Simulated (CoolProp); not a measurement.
Properties of R407C along the isobar 160 bar.

The numbers come from the reference Helmholtz-energy equation of state, Lemmon 2003 in CoolProp. It is a pseudo-pure fit of the blend.

```json
[
 {"T (K)": "227.4", "phase": "liquid", "density (kg/m³)": "1420", "speed of sound (m/s)": "899.1", "viscosity (µPa s)": "428"},
 {"T (K)": "243.8", "phase": "liquid", "density (kg/m³)": "1376", "speed of sound (m/s)": "829.4", "viscosity (µPa s)": "354"},
 {"T (K)": "260.1", "phase": "liquid", "density (kg/m³)": "1330", "speed of sound (m/s)": "763.1", "viscosity (µPa s)": "294"},
 {"T (K)": "276.4", "phase": "liquid", "density (kg/m³)": "1283", "speed of sound (m/s)": "699.1", "viscosity (µPa s)": "246"},
 {"T (K)": "292.7", "phase": "liquid", "density (kg/m³)": "1234", "speed of sound (m/s)": "637.0", "viscosity (µPa s)": "206"},
 {"T (K)": "309", "phase": "liquid", "density (kg/m³)": "1183", "speed of sound (m/s)": "576.8", "viscosity (µPa s)": "175"},
 {"T (K)": "325.3", "phase": "liquid", "density (kg/m³)": "1129", "speed of sound (m/s)": "518.5", "viscosity (µPa s)": "149"},
 {"T (K)": "341.7", "phase": "liquid", "density (kg/m³)": "1070", "speed of sound (m/s)": "462.1", "viscosity (µPa s)": "127"},
 {"T (K)": "358", "phase": "liquid", "density (kg/m³)": "1007", "speed of sound (m/s)": "409.0", "viscosity (µPa s)": "110"},
 {"T (K)": "374.3", "phase": "supercritical", "density (kg/m³)": "938.5", "speed of sound (m/s)": "359.8", "viscosity (µPa s)": "95.0"},
 {"T (K)": "390.6", "phase": "supercritical", "density (kg/m³)": "864.5", "speed of sound (m/s)": "315.9", "viscosity (µPa s)": "82.0"},
 {"T (K)": "406.9", "phase": "supercritical", "density (kg/m³)": "785.9", "speed of sound (m/s)": "279.3", "viscosity (µPa s)": "70.5"},
 {"T (K)": "423.2", "phase": "supercritical", "density (kg/m³)": "705.9", "speed of sound (m/s)": "252.2", "viscosity (µPa s)": "60.6"}
]
```

Viscosity comes from a separate model (Geller 2000).
